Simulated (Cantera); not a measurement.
Input: 1 mol FeS2, 0.11 mol SO3, 0.68 mol H2O, at 21000 Pa.

Cantera equilibrium calculation (NASA polynomials, part measured and part estimated; ideal gas, pure solids and liquids). Candidate condensed phases: Fe, FeO, Fe(OH)2, Fe(OH)3, FeS, FeSO4, FeS2, Fe2O3, Fe2(SO4)3, Fe3O4, H2O, H2SO4, S; 22 gas species. FeS: taken at fixed stoichiometry. Gases not in the tables: S3 to S7. Equilibrium is a limit: real reactors are often held back by kinetics, nucleation or transport.

log p: log10 of the partial pressure in bar; n: condensed amount in mol.

| T (°C) | log p H2O | log p S2 | log p SO2 | log p H2 | log p H2S | log p SO | n FeS(s) | n FeS2(s) | n FeS(l) |
|---|---|---|---|---|---|---|---|---|---|
| 627 | -0.85 | -1.95 | -1.36 | -3.57 | -1.89 | -6.05 | 0.243 | 0.757 | 0 |
| 727 | -1.05 | -1.23 | -1.42 | … | … | … | 1.00 | 0 | 0 |
| 827 | -1.04 | -1.21 | -1.44 | -2.83 | -1.73 | -4.63 | 1.00 | 0 | 0 |
| 927 | -1.04 | -1.20 | -1.45 | -2.55 | -1.80 | -4.15 | 1.00 | 0 | 0 |
| 1027 | -1.04 | -1.20 | -1.45 | … | … | … | 1.00 | 0 | 0 |
| 1127 | -1.05 | -1.19 | -1.45 | -2.13 | -1.94 | -3.39 | 1.000 | 0 | 0 |
| 1227 | -1.06 | -1.20 | -1.45 | -1.97 | -2.01 | -3.09 | 0 | 0 | 1.000 |
| 1327 | -1.07 | -1.20 | -1.44 | -1.84 | -2.08 | -2.82 | 0 | 0 | 1.000 |
| 1427 | -1.10 | -1.21 | -1.43 | -1.73 | -2.15 | -2.59 | 0 | 0 | 1.000 |
| 1527 | -1.12 | -1.22 | -1.42 | -1.64 | -2.22 | -2.38 | 0 | 0 | 1.000 |

**Question.** Complete the blanks.

**Answer.** 
- 727, log p H2: -3.17
- 727, log p H2S: -1.65
- 727, log p SO: -5.20
- 1027, log p H2: -2.32
- 1027, log p H2S: -1.87
- 1027, log p SO: -3.74
